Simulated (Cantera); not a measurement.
Input: 1 mol Fe3O4, 15 mol CO, 0.5 mol N2, equilibrated at 1.00 mbar.

Equilibrium computed with Cantera from the NASA thermochemical tables; the gas is ideal and each condensed phase is pure. Candidate condensed phases: C, Fe, Fe(CO)5, FeO, Fe2O3, Fe3O4; 27 gas species. Mutual solubility and eutectic melting of coexisting phases are not modelled. The tables' stoichiometric FeO is somewhat more stable than real wüstite, so its field is too wide. FeO: taken at fixed stoichiometry. Kinetics and transport are ignored.

### Question
At 1250 K, list the 3 most abundant gas species with their mole fractions, and the condensed phases.

### Answer
CO 0.811, CO2 0.157, N2 0.0323. Condensed: Fe(γ) + FeO(s).
